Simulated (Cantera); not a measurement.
Input (Python, Cantera) and output of one run.

```python
import numpy as np
import cantera as ct

gas_names = """
    CL CL2 H HCL H2 Si SiCL SiCL2 SiCL3 SiCL4 SiH SiHCL3 SiH2 SiH2CL2 SiH3 SiH3CL SiH4 Si2 Si3
""".split()
cond_names = """
    Si(cr) Si(L)
""".split()


def load(file, names, dense=False):
    # The tables refer to 1 bar. Condensed volumes are neglected.
    table = {s.name: s for s in ct.Species.list_from_file(file)}
    out = []
    for n in names:
        d = dict(table[n].input_data)
        d["thermo"] = dict(d["thermo"], **{"reference-pressure": 1e5})
        if dense:
            d["equation-of-state"] = {"model": "constant-volume", "density": "1e6 g/cm^3"}
        out.append(ct.Species.from_dict(d))
    return out


gas = ct.Solution(thermo="ideal-gas", species=load("nasa_gas.yaml", gas_names))
cond = {s.name: ct.Solution(thermo="fixed-stoichiometry", species=[s], name=s.name)
        for s in load("nasa_condensed.yaml", cond_names, dense=True)}
atoms = {
    'SiH2Cl2': {'Si': 1, 'H': 2, 'CL': 2},
    'H2': {'H': 2},
}
top_T = {}  # K; cautious upper limits of use, not melting points


def equilibrate(T, P, feed):
    n = {}
    for name, mol in feed.items():
        for a, k in atoms[name].items():
            n[a] = n.get(a, 0.0) + k * mol
    gas.TPX = T, P, n
    mass = sum(n.values()) * gas.mean_molecular_weight
    gas.equilibrate("TP")
    valid = [c for c in cond.values() if c.min_temp <= T <= top_T.get(c.name, c.max_temp)]
    mix = ct.Mixture([(gas, mass / gas.mean_molecular_weight)] + [(c, 0.0) for c in valid])
    mix.T, mix.P = T, P
    mix.equilibrate("TP", solver="vcs", rtol=1e-11, max_steps=5000)
    return mix


results = []
feed = {'SiH2Cl2': 1, 'H2': 3.4}  # mol
T = 1223.15  # K
for P in [100, 400, 1600, 6300, 25000, 100000]:
    mix = equilibrate(T, P, feed)
    results.append((T, P, feed, dict(zip(mix.species_names, mix.species_moles))))
    x = sorted(zip(gas.X, gas.species_names), reverse=True)
    print(f"T = {T:g} K  P = {P:g} Pa  gas = {mix.phase_moles(0):.4g} mol")
    print("   x: " + "  ".join(f"{s} {v:.3e}" for v, s in x if v > 0.0001))
    print("   condensed (mol): " + ("  ".join(f"{mix.phase(i).name} {mix.phase_moles(i):.4g}"
          for i in range(1, mix.n_phases) if mix.phase_moles(i) > 1e-12) or "none"))
```

It prints:

```
T = 1223.15 K  P = 100 Pa  gas = 5.316 mol
   x: H2 7.505e-01  HCL 1.530e-01  SiCL2 7.589e-02  SiCL4 9.594e-03  SiCL3 9.560e-03  SiHCL3 1.454e-03
   condensed (mol): Si(cr) 0.4869
T = 1223.15 K  P = 400 Pa  gas = 5.235 mol
   x: H2 7.714e-01  HCL 1.341e-01  SiCL2 5.673e-02  SiCL4 2.145e-02  SiCL3 1.236e-02  SiHCL3 3.811e-03
   condensed (mol): Si(cr) 0.5056
T = 1223.15 K  P = 1600 Pa  gas = 5.14 mol
   x: H2 7.969e-01  HCL 1.095e-01  SiCL2 3.664e-02  SiCL4 3.579e-02  SiCL3 1.283e-02  SiHCL3 8.042e-03  SiH2CL2 2.410e-04
   condensed (mol): Si(cr) 0.5192
T = 1223.15 K  P = 6300 Pa  gas = 5.056 mol
   x: H2 8.202e-01  HCL 8.474e-02  SiCL4 4.763e-02  SiCL2 2.130e-02  SiHCL3 1.424e-02  SiCL3 1.129e-02  SiH2CL2 5.678e-04
   condensed (mol): Si(cr) 0.5195
T = 1223.15 K  P = 25000 Pa  gas = 4.987 mol
   x: H2 8.384e-01  HCL 6.283e-02  SiCL4 5.466e-02  SiHCL3 2.253e-02  SiCL2 1.146e-02  SiCL3 8.865e-03  SiH2CL2 1.238e-03
   condensed (mol): Si(cr) 0.5075
T = 1223.15 K  P = 100000 Pa  gas = 4.931 mol
   x: H2 8.507e-01  SiCL4 5.645e-02  HCL 4.511e-02  SiHCL3 3.288e-02  SiCL3 6.422e-03  SiCL2 5.821e-03  SiH2CL2 2.554e-03
   condensed (mol): Si(cr) 0.4863
```

Cantera equilibrium calculation (NASA polynomials, part measured and part estimated; ideal gas, pure solids and liquids). The tables' values for SiCl3 are old estimates; treat these amounts as uncertain.
